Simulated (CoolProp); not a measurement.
Vapour-liquid equilibrium of n-hexane (1) + o-xylene (2) at 23.8 kPa; x and y are mole fractions of (1).

Values from CoolProp's multi-fluid Helmholtz-energy mixture model, Thol 2019 and Zhou 2012; pair parameters Bell 2016.

Q: Give the bubble temperature and the first vapour's composition at x = 0.25, 0.75, 0.85. Is there an azeotrope?

A: x = 0.25: 330.5 K, y = 0.843; x = 0.75: 308.1 K, y = 0.980; x = 0.85: 305.5 K, y = 0.989. No azeotrope shows between x = 0.05 and 0.95.

The pair parameters rest on a limited set of measurements; away from them the model extrapolates.
